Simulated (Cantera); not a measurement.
A freely propagating, adiabatic, planar premixed flame of CH4 : C2H6 : O2 : N2 = 1 : 0.052 : 2.18 : 8.2 (molar parts), equivalence ratio 1.0, unburnt at 598 K and 0.132 atm; mixture-averaged transport, grid criteria slope 0.08 and curve 0.16, no radiation.

Detailed kinetics in Cantera: GRI-Mech 3.0 (53 species, 325 reactions). Burning velocities carry a grid error of a few per cent, more on coarse grids.

x: mole fraction of selected species; z is measured from the peak of heat release.

| z (mm) | T (K) | u (m/s) | x CH4 | x C2H6 | x O2 | x H | x NO | x H2 |
|---|---|---|---|---|---|---|---|---|
| -5.84 | 598 | 1.82 | 0.0874 | 0.00455 | 0.191 | <1e-8 | <1e-8 | 0.000684 |
| -3.90 | 599 | 1.82 | 0.0872 | 0.00454 | 0.190 | 2.74e-7 | <1e-8 | 0.00244 |
| -2.92 | 602 | 1.84 | 0.0867 | 0.00452 | 0.190 | 2.72e-6 | <1e-8 | 0.00502 |
| -1.95 | 641 | 1.97 | 0.0840 | 0.00447 | 0.186 | 3.73e-5 | 6.30e-8 | 0.0109 |
| -0.974 | 954 | 2.98 | 0.0643 | 0.00402 | 0.161 | 0.000538 | 8.18e-7 | 0.0225 |
| -0.487 | ___ | 4.24 | ___ | ___ | ___ | ___ | ___ | 0.0286 |
| 0 | 1713 | 5.50 | 0.0105 | 0.000138 | 0.0757 | 0.00591 | 5.58e-6 | 0.0295 |
| 0.487 | 1876 | 6.04 | 0.00118 | 9.75e-7 | 0.0456 | 0.0108 | 9.96e-6 | 0.0239 |
| 0.974 | 1910 | 6.14 | 7.21e-5 | <1e-8 | 0.0334 | 0.0140 | 1.30e-5 | 0.0197 |
| 1.95 | 1930 | 6.18 | 2.34e-7 | <1e-8 | 0.0269 | 0.0162 | 1.56e-5 | 0.0186 |
| 3.90 | 1950 | 6.22 | <1e-8 | <1e-8 | 0.0246 | 0.0166 | 1.79e-5 | 0.0192 |
| 7.79 | 1978 | 6.30 | <1e-8 | <1e-8 | 0.0236 | 0.0154 | ___ | 0.0189 |
| 15.6 | 2021 | 6.41 | <1e-8 | <1e-8 | 0.0224 | 0.0131 | 3.09e-5 | 0.0178 |

Task: Fill in the missing entries.

Result: 
- -0.487, T (K): 1339
- -0.487, x CH4: 0.0371
- -0.487, x C2H6: 0.00190
- -0.487, x O2: 0.123
- -0.487, x H: 0.00199
- -0.487, x NO: 2.35e-6
- 7.79, x NO: 2.21e-5
